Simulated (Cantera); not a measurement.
A Cantera script and what it prints.

```python
import numpy as np
import cantera as ct

gas_names = """
    CL CL2 H HCL H2 Si SiCL SiCL2 SiCL3 SiCL4 SiH SiHCL3 SiH2 SiH2CL2 SiH3 SiH3CL SiH4 Si2 Si3
""".split()
cond_names = """
    Si(cr) Si(L)
""".split()


def load(file, names, dense=False):
    # The tables refer to 1 bar. Condensed volumes are neglected.
    table = {s.name: s for s in ct.Species.list_from_file(file)}
    out = []
    for n in names:
        d = dict(table[n].input_data)
        d["thermo"] = dict(d["thermo"], **{"reference-pressure": 1e5})
        if dense:
            d["equation-of-state"] = {"model": "constant-volume", "density": "1e6 g/cm^3"}
        out.append(ct.Species.from_dict(d))
    return out


gas = ct.Solution(thermo="ideal-gas", species=load("nasa_gas.yaml", gas_names))
cond = {s.name: ct.Solution(thermo="fixed-stoichiometry", species=[s], name=s.name)
        for s in load("nasa_condensed.yaml", cond_names, dense=True)}
atoms = {
    'SiHCl3': {'Si': 1, 'H': 1, 'CL': 3},
    'Cl2': {'CL': 2},
    'H2': {'H': 2},
}
top_T = {}  # K; cautious upper limits of use, not melting points


def equilibrate(T, P, feed):
    n = {}
    for name, mol in feed.items():
        for a, k in atoms[name].items():
            n[a] = n.get(a, 0.0) + k * mol
    gas.TPX = T, P, n
    mass = sum(n.values()) * gas.mean_molecular_weight
    gas.equilibrate("TP")
    valid = [c for c in cond.values() if c.min_temp <= T <= top_T.get(c.name, c.max_temp)]
    mix = ct.Mixture([(gas, mass / gas.mean_molecular_weight)] + [(c, 0.0) for c in valid])
    mix.T, mix.P = T, P
    mix.equilibrate("TP", solver="gibbs", rtol=1e-10, max_steps=50000)
    return mix


results = []
T = 925  # K
P = 470  # Pa
for m in [13, 21, 30, 38, 46, 55, 63, 72, 80, 89]:
    feed = {'SiHCl3': 1, 'Cl2': 0.057, 'H2': m}  # mol
    mix = equilibrate(T, P, feed)
    results.append((T, P, feed, dict(zip(mix.species_names, mix.species_moles))))

top = {s: max(r[3][s] / sum(r[3][g] for g in gas_names) for r in results) for s in gas_names}
cols = sorted((s for s in top if top[s] > 0.0001), key=lambda s: -top[s])[:6]
seen = [c for c in cond_names if any(r[3].get(c, 0) > 1e-12 for r in results)]
print("log10 of partial pressures in bar; condensed amounts in mol")
print(f"{'n(H2)':>10s}" + "".join(f"{s[:9]:>10s}" for s in cols + seen))
for T, P, feed, n in results:
    ng = sum(n[g] for g in gas_names)
    print(f"{feed['H2']:10.4g}" + "".join(f"{np.log10(max(n[s] / ng * P / 1e5, 1e-99)):10.3f}" for s in cols)
          + "".join(f"{n.get(c, 0):10.4g}" for c in seen))
```

It prints:

```
log10 of partial pressures in bar; condensed amounts in mol
     n(H2)        H2     SiCL4       HCL    SiHCL3     SiCL3     SiCL2    Si(cr)
        13    -2.360    -3.695    -4.070    -4.424    -5.457    -5.621    0.2503
        21    -2.350    -3.913    -4.120    -4.583    -5.621    -5.730    0.2721
        30    -2.344    -4.084    -4.160    -4.709    -5.749    -5.816    0.2948
        38    -2.342    -4.203    -4.188    -4.796    -5.838    -5.875    0.3136
        46    -2.340    -4.301    -4.212    -4.869    -5.912    -5.924    0.3314
        55    -2.338    -4.396    -4.235    -4.939    -5.983    -5.971    0.3504
        63    -2.337    -4.470    -4.253    -4.994    -6.039    -6.008    0.3664
        72    -2.337    -4.545    -4.271    -5.050    -6.095    -6.046    0.3838
        80    -2.336    -4.605    -4.286    -5.095    -6.140    -6.076    0.3985
        89    -2.335    -4.667    -4.301    -5.141    -6.187    -6.107    0.4145
```

These are equilibrium values from Cantera (NASA tables, ideal gas, pure condensed phases), not measurements of a reactor. The tables' values for SiCl3 are old estimates; treat these amounts as uncertain.
